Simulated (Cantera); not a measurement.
Charge: 1 mol NH3, 0.14 mol SO2, 1.6 mol H2, at 10000 Pa.

Cantera equilibrium calculation (NASA polynomials, part measured and part estimated; ideal gas, pure solids and liquids). Candidate condensed phases: H2O, H2SO4, S; 35 gas species. Kinetics and transport are ignored.

Task: At 3025 °C, list the 6 most abundant gas species with their mole fractions, and the condensed phases.

Result: H 0.581, H2 0.255, N2 0.0911, S 0.0195, O 0.0181, H2O 0.0144. Condensed: gas only.
